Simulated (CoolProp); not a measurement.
Vapour-liquid equilibrium of R125 (1) + dimethyl ether (2) at 0.959 MPa; x and y are mole fractions of (1).

Values from CoolProp's multi-fluid Helmholtz-energy mixture model, Lemmon 2005 and Wu 2011; pair parameters Bell 2016.

Give the bubble temperature and the first vapour's composition at x = 0.35, 0.725, 0.8. Is there an azeotrope?

x = 0.35: 308.5 K, y = 0.463; x = 0.725: 295.4 K, y = 0.861; x = 0.8: 292.4 K, y = 0.912. No azeotrope shows between x = 0.05 and 0.95.

Pair parameters are fitted to limited data, so mixtures are less certain than the pure fluids.
